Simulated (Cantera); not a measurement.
Cantera run, input and output.

```python
import numpy as np
import cantera as ct

gas = ct.Solution("gri30.yaml")
gas.TPX = 1598, 101325, {'CH4': 1, 'CO2': 0.38, 'H2': 0.25, 'H2O': 0.11}
reactor = ct.IdealGasConstPressureReactor(gas, energy="off", clone=False)
net = ct.ReactorNet([reactor])
net.rtol, net.atol = 1e-08, 1e-18
show = ['CH4', 'CO2', 'H2', 'H', 'C2H2']
times = np.geomspace(6e-06, 100, 15)

steps = ct.SolutionArray(gas, extra=["t"])
rows = []
print(f"{'t/s':>10s}{'T/K':>9s}{'P/Pa':>11s}" + "".join(f"{s:>11s}" for s in show))
for t in times:
    while net.time < t:
        t_next = net.step()
        steps.append(gas.state, t=t_next)
    rows.append([np.interp(t, steps.t, y) for y in (steps.T, steps.P, *steps(*show).X.T)])
    print(f"{t:10.3e}{rows[-1][0]:9.1f}{rows[-1][1]:11.4g}" + "".join(f"{x:11.3e}" for x in rows[-1][2:]))
rate = np.gradient(steps.T, steps.t)
print("integrator steps:", len(steps.t))
if steps.T.max() > steps.T[0] + 200:
    print(f"time of steepest temperature rise: {steps.t[rate.argmax()]:.4e} s")
gas.TPX = 1598, 101325, {'CH4': 1, 'CO2': 0.38, 'H2': 0.25, 'H2O': 0.11}
gas.equilibrate("TP")
print(f"equilibrium (TP): T = {gas.T:.1f} K  " + "  ".join(f"{s} {gas[s].X[0]:.3e}" for s in show))
```

It prints:

```
       t/s      T/K       P/Pa        CH4        CO2         H2          H       C2H2
 6.000e-06   1598.0  1.013e+05  5.747e-01  2.184e-01  1.437e-01  5.034e-07  4.684e-13
 1.968e-05   1598.0  1.013e+05  5.746e-01  2.184e-01  1.437e-01  1.278e-06  8.365e-11
 6.454e-05   1598.0  1.013e+05  5.743e-01  2.184e-01  1.438e-01  3.285e-06  1.365e-08
 2.117e-04   1598.0  1.013e+05  5.734e-01  2.183e-01  1.442e-01  5.430e-06  1.174e-06
 6.943e-04   1598.0  1.013e+05  5.698e-01  2.178e-01  1.462e-01  7.655e-06  4.894e-05
 2.277e-03   1598.0  1.013e+05  5.550e-01  2.153e-01  1.561e-01  9.699e-06  1.302e-03
 7.468e-03   1598.0  1.013e+05  5.056e-01  2.048e-01  1.931e-01  1.177e-05  1.331e-02
 2.449e-02   1598.0  1.013e+05  3.912e-01  1.732e-01  2.779e-01  1.634e-05  5.127e-02
 8.034e-02   1598.0  1.013e+05  2.251e-01  1.031e-01  3.765e-01  2.323e-05  1.040e-01
 2.635e-01   1598.0  1.013e+05  9.086e-02  2.648e-02  4.426e-01  3.165e-05  1.401e-01
 8.642e-01   1598.0  1.013e+05  5.128e-02  1.429e-02  5.006e-01  3.761e-05  1.317e-01
 2.834e+00   1598.0  1.013e+05  4.572e-02  9.169e-03  5.531e-01  3.957e-05  9.937e-02
 9.296e+00   1598.0  1.013e+05  4.041e-02  2.970e-03  5.990e-01  4.118e-05  7.086e-02
 3.049e+01   1598.0  1.013e+05  3.783e-02  1.693e-04  6.171e-01  4.183e-05  5.985e-02
 1.000e+02   1598.0  1.013e+05  3.767e-02  4.118e-07  6.182e-01  4.187e-05  5.921e-02
integrator steps: 1543
equilibrium (TP): T = 1598.0 K  CH4 3.767e-02  CO2 3.905e-07  H2 6.182e-01  H 4.187e-05  C2H2 5.921e-02
```

Cantera simulation using GRI-Mech 3.0 (53 species, 325 reactions); the numbers are that mechanism's predictions, not measurements. GRI-Mech 3.0 stops at C3 and has no aromatics, soot or wall deposition, so with more carbon than oxygen in the feed, carbon stays in small species such as C2H2 where larger ones or solid carbon would form.
